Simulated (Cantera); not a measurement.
A Cantera script and its output.

```python
import numpy as np
import cantera as ct

gas = ct.Solution("SiF4_NH3_mec.yaml", "gas")
gas.TPX = 1875, 37000, {'NH3': 1, 'N2': 28}
inlet = ct.Reservoir(gas, clone=True)

reactor = ct.IdealGasConstPressureReactor(gas, energy="off", clone=False)
exhaust = ct.Reservoir(gas, clone=True)
tau = [10, 2.8, 0.79, 0.22, 0.062, 0.017, 0.0049, 0.0014, 0.00038, 0.00011][0]
for a, b in ((inlet, reactor), (reactor, exhaust)):
    ct.MassFlowController(a, b, mdot=lambda t: reactor.mass / tau)
net = ct.ReactorNet([reactor])
show = ['NH3', 'N2H4', 'N2H2', 'H2', 'N2', 'NH2']

rows = []
print(f"{'tau/s':>10s}{'T/K':>9s}" + "".join(f"{s:>11s}" for s in show))
for tau in [10, 2.8, 0.79, 0.22, 0.062, 0.017, 0.0049, 0.0014, 0.00038, 0.00011]:
    net.initial_time = 0.0
    net.advance(30 * tau)
    before = gas.X
    net.advance(40 * tau)
    drift = np.max(np.abs(gas.X - before) / (gas.X + 1e-9))
    rows.append([gas.T, *gas[show].X, drift])
    print(f"{tau:10.3e}{gas.T:9.1f}" + "".join(f"{x:11.3e}" for x in gas[show].X))
```

Result:

```
     tau/s      T/K        NH3       N2H4       N2H2         H2         N2        NH2
 1.000e+01   1875.0  1.601e-03  4.658e-11  2.950e-09  4.762e-02  9.507e-01  9.578e-06
 2.800e+00   1875.0  4.595e-03  2.193e-10  1.071e-08  4.328e-02  9.520e-01  2.078e-05
 7.900e-01   1875.0  1.120e-02  8.316e-10  3.223e-08  3.370e-02  9.550e-01  4.046e-05
 2.200e-01   1875.0  2.104e-02  2.293e-09  7.159e-08  1.942e-02  9.595e-01  6.718e-05
 6.200e-02   1875.0  2.901e-02  4.535e-09  1.094e-07  7.837e-03  9.630e-01  9.448e-05
 1.700e-02   1875.0  3.281e-02  7.075e-09  1.217e-07  2.300e-03  9.648e-01  1.180e-04
 4.900e-03   1875.0  3.403e-02  7.023e-09  9.366e-08  5.443e-04  9.653e-01  1.176e-04
 1.400e-03   1875.0  3.438e-02  2.719e-09  3.154e-08  8.301e-05  9.655e-01  7.316e-05
 3.800e-04   1875.0  3.446e-02  2.795e-10  2.704e-09  1.280e-05  9.655e-01  2.347e-05
 1.100e-04   1875.0  3.448e-02  2.329e-11  1.810e-10  3.353e-06  9.655e-01  6.787e-06
```

Model: the gas-phase N/H chemistry of the illustrative SiF4/NH3 mechanism in the Surface Chemkin manual (1991), integrated in Cantera. Walls and surfaces, which speed up NH3 decomposition in real reactors, are not modelled.
